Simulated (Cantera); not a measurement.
Input: 1 mol SiH2Cl2, 0.36 mol H2O, 3 mol H2, 28 mol O2, held at 1173 K and 1.00 bar.

Equilibrium computed with Cantera from the NASA thermochemical tables; the gas is ideal and each condensed phase is pure. Candidate condensed phases: H2O, Si, SiO2; 30 gas species. The tables hold silica as quartz up to 1696 K and as liquid above; real silica turns to tridymite and cristobalite and melts near 1996 K. The numbers say what is thermodynamically allowed, not how fast it happens.

Base state: O2 0.826, H2O 0.112, HCl 0.0582, Cl2 0.00324, Cl 0.000202, HOCl 1.16e-5 (mole fractions); condensed: SiO2(β-quartz).

Question: What changes in the equilibrium state with this change: temperature from 1173 K to 1325 K?

Answer: 
| species | before | after |
|---|---|---|
| O2 | 0.826 | 0.826 |
| H2O | 0.112 | 0.111 |
| HCl | 0.0582 | 0.0606 |
| Cl2 | 0.00324 | 0.00177 |
| OH | 3.07e-6 | 2.07e-5 |
| Cl | 0.000202 | 0.000649 |
| SiO2(β-quartz), mol | 1.00 | 1.00 |
Gases not in the tables: Si(OH)4.

Question: What changes in the equilibrium state with this change: H2 from 3 to 0.46 mol?

Answer: 
```csv
species,before,after
O2,0.826,0.904
HCl,0.0582,0.0512
H2O,0.112,0.0361
Cl2,0.00324,0.00816
ClO,7.61e-6,1.26e-5
"SiO2(β-quartz), mol",1.00,1.00
```
